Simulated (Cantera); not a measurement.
Cantera run:

```python
import numpy as np
import cantera as ct

gas_names = [...]  # 109 gases of nasa_gas.yaml made of C, Cl, H, Si
cond_names = """
    C(gr) C6H6(L) C7H8(L) C8H18(L),n-octa Si(cr) Si(L) SiC(b)
""".split()


# ... load() reads the species with a 1 bar reference pressure and builds the phases ...
atoms = {
    'SiHCl3': {'Si': 1, 'H': 1, 'CL': 3},
    'CH4': {'C': 1, 'H': 4},
    'H2': {'H': 2},
}
top_T = {'C(gr)': 4500, 'SiC(b)': 3050}  # K; cautious upper limits of use, not melting points


# ... equilibrate(T, P, feed) seeds the gas with the atoms and calls Mixture.equilibrate('TP', solver="vcs", rtol=1e-11, max_steps=5000) ...
results = []
feed = {'SiHCl3': 1, 'CH4': 0.16, 'H2': 75}  # mol
T = 1723  # K
P = 133.322  # Pa
mix = equilibrate(T, P, feed)
results.append((T, P, feed, dict(zip(mix.species_names, mix.species_moles))))
print(gas.report(threshold=0.001))
for i in range(1, mix.n_phases):
    print(f"{mix.phase(i).name:16s} {mix.phase_moles(i):12.5e} mol")
```

Result:

```
       temperature   1723 K
          pressure   133.32 Pa
           density   3.2265e-05 kg/m^3
  mean mol. weight   3.4669 kg/kmol
   phase of matter   gas

                          1 kg             1 kmol
                     ---------------   ---------------
          enthalpy        1.2033e+07        4.1719e+07  J
   internal energy        7.9013e+06        2.7393e+07  J
           entropy             69960        2.4255e+05  J/K
    Gibbs function       -1.0851e+08       -3.7619e+08  J
 heat capacity c_p            9601.1             33286  J/K
 heat capacity c_v            7202.9             24972  J/K

                      mass frac. Y      mole frac. X     chem. pot. / RT
                     ---------------   ---------------   ---------------
                 H         0.0014221         0.0048914           -12.839
               HCL           0.32953          0.031336           -42.357
                H2           0.55776           0.95918           -25.678
             SiCL2           0.10109         0.0035407           -64.042
     [ +105 minor]          0.010199         0.0010484

C(gr)             0.00000e+00 mol
Si(L)             4.93195e-01 mol
SiC(b)            1.59599e-01 mol
```

These are equilibrium values from Cantera (NASA tables, ideal gas, pure condensed phases), not measurements of a reactor. Mutual solubility and eutectic melting of coexisting phases are not modelled. The tables' values for SiCl are old estimates; treat these amounts as uncertain. Gases not in the tables: Si2H6 and higher silanes.
